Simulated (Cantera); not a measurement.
A freely propagating, adiabatic, planar premixed flame of H₂ : O₂ : N₂ = 1 : 0.357 : 1.34 (molar parts), unburnt at 475 K and 0.197 atm; mixture-averaged transport, grid criteria slope 0.08 and curve 0.16, no radiation.

Model: the H2/O2 subset of GRI-Mech 3.0, which has no nitrogen chemistry, integrated in Cantera. Burning velocities carry a grid error of a few per cent, more on coarse grids.

**Question.** Predict: laminar burning velocity; thermal thickness; peak x(H); peak x(O); peak x(HO₂).

**Answer.** 
| Item | Value |
|---|---|
| laminar burning velocity | 493 cm/s |
| thermal thickness | 3.43 mm |
| peak x(H) | 0.109 |
| peak x(O) | 0.00893 |
| peak x(HO₂) | 0.000110 |
